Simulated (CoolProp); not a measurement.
Vapour-liquid equilibrium of benzene (1) + n-nonane (2) at 351.4 K; x and y are mole fractions of (1).

Computed with CoolProp (multi-fluid Helmholtz-energy mixture model, Thol 2012 and Lemmon 2006; pair parameters Bell 2016).

```csv
x,"bubble pressure, mixture model (kPa)","bubble pressure, Raoult's law (kPa)","y, mixture model","y, Raoult's law"
0.05,16.81,13.36,0.486,0.358
0.125,26.96,19.87,0.700,0.603
0.2,35.56,26.37,0.787,0.726
0.275,42.93,32.88,0.836,0.801
0.35,49.37,39.39,0.867,0.851
0.425,55.15,45.89,0.890,0.887
0.5,60.47,52.40,0.909,0.914
0.575,65.54,58.91,0.924,0.935
0.65,70.52,65.41,0.938,0.952
0.725,75.53,71.92,0.952,0.966
0.8,80.69,78.43,0.965,0.977
0.875,86.09,84.94,0.978,0.987
0.95,91.79,91.44,0.991,0.995
```

The largest gap from Raoult's law is +35.7 % in bubble pressure, at x = 0.125. No azeotrope shows between x = 0.05 and 0.95.

The pair parameters rest on a limited set of measurements; away from them the model extrapolates.
